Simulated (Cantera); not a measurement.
## Equilibrium for abatement and gas-phase synthesis: HI + O2 + N2

A closed system holds: 1 mol HI, 0.049 mol O2, a varied amount of N2, at 2850 K and 10.0 Torr.

Equilibrium computed with Cantera from the NASA thermochemical tables; the gas is ideal and each condensed phase is pure. Candidate condensed phases: H2O, I2; 27 gas species. Equilibrium is a limit: real reactors are often held back by kinetics, nucleation or transport.

```tsv
n(N2) (mol)	x N2	x I	x H	x H2	x O
5.6	0.741	0.132	0.100	0.0141	0.00846
7.2	0.784	0.109	0.0856	0.0103	0.00728
8.8	0.815	0.0926	0.0749	0.00791	0.00639
10	0.833	0.0833	0.0685	0.00662	0.00585
12	0.856	0.0713	0.0601	0.00508	0.00513
14	0.874	0.0624	0.0535	0.00403	0.00457
15	0.881	0.0587	0.0507	0.00363	0.00434
17	0.893	0.0525	0.0460	0.00298	0.00393
18	0.899	0.0499	0.0439	0.00272	0.00375
20	0.908	0.0454	0.0403	0.00229	0.00344
21	0.911	0.0434	0.0388	0.00212	0.00331
23	0.918	0.0399	0.0359	0.00182	0.00307
25	0.924	0.0370	0.0335	0.00158	0.00286
```
x: gas mole fraction; nothing condenses.

From 5.6 mol N2 to 25 mol N2 nothing is condensed.
